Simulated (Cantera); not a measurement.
Charge: 1 mol B2O3, 0.091 mol O2, equilibrated at 0.870 bar.

Equilibrium computed with Cantera from the NASA thermochemical tables; the gas is ideal and each condensed phase is pure. Candidate condensed phases: B, B2O3; 10 gas species. Equilibrium is a limit: real reactors are often held back by kinetics, nucleation or transport.

x: gas mole fraction; n: condensed amount in mol.

```tsv
T (°C)	x O2	x B2O3	x BO2	x O	n B2O3(l)
1375	0.999	0.000387	0.000127	2.71e-5	1.000
1400	0.999	0.000584	0.000181	3.58e-5	1.000
1425	0.999	0.000871	0.000255	4.69e-5	1.000
1450	0.998	0.00128	0.000356	6.09e-5	1.000
1475	0.998	0.00187	0.000492	7.85e-5	1.000
1500	0.997	0.00269	0.000674	0.000100	1.000
1525	0.995	0.00383	0.000914	0.000128	1.000
1550	0.993	0.00540	0.00123	0.000161	0.999
1575	0.991	…	…	…	0.999
1600	0.987	…	…	…	0.999
1625	0.983	0.0143	0.00284	0.000312	0.999
1650	0.977	0.0194	0.00369	0.000383	0.998
1675	0.969	0.0261	0.00477	0.000469	0.997
1700	0.958	0.0349	0.00612	0.000569	0.996
```

Task: What belongs in the gaps?

Result: 
- 1575, x B2O3: 0.00754
- 1575, x BO2: 0.00164
- 1575, x O: 0.000202
- 1600, x B2O3: 0.0104
- 1600, x BO2: 0.00216
- 1600, x O: 0.000252
